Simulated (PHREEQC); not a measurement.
Consider water at 25 °C with 0.0011 mol/kgw Cu(NO3)2 and 0.00014 mol/kgw H2SO4. Closed to the air; pH follows from the charge balance.

Model: ion-association model, phreeqc.dat, run in PHREEQC.

Precipitation was switched off in this run.

Question: What pH, specific conductance does the model give?

Answer: pH 3.58; specific conductance 369 µS/cm.

Question: In which forms is Cu present?

Answer: Cu+2 99 %, CuSO4 1.5 % of the Cu.

Complexes and solids missing from the database can't appear.
